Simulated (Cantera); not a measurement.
An adiabatic, constant-volume homogeneous reactor starts with 11.2 % CH₄, 18.7 % O₂, 70.1 % N₂, equivalence ratio 1.2, at 1373 K and 1.00 bar.

Detailed kinetics in Cantera: GRI-Mech 3.0 (53 species, 325 reactions).

Problem. Predict: time of steepest temperature rise; temperature at 0.600 s; equilibrium temperature; x(O₂) at 0.600 s; x(O) at 0.600 s; x(NO) at 0.600 s.

Solution. 
| Quantity | Value |
|---|---|
| time of steepest temperature rise | 4.90 ms |
| temperature at 0.600 s | 2901 K |
| equilibrium temperature | 2901 K |
| x(O₂) at 0.600 s | 0.00849 (gas-phase equilibrium 0.00849) |
| x(O) at 0.600 s | 0.00491 (gas-phase equilibrium 0.00491) |
| x(NO) at 0.600 s | 0.00772 (gas-phase equilibrium 0.00772) |
